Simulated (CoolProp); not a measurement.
Computed with CoolProp (reference Helmholtz-energy equation of state, Jacobsen 1992).

Task: For R11, give the phase and the density (kg/m³), cp (kJ/(kg K)), speed of sound (m/s), fugacity coefficient at 460.7 K and 39.2 bar.

Result: 
- 460.7 K and 39.2 bar: liquid; density 865, cp 2.04, speed of sound 164, fugacity coefficient 0.669
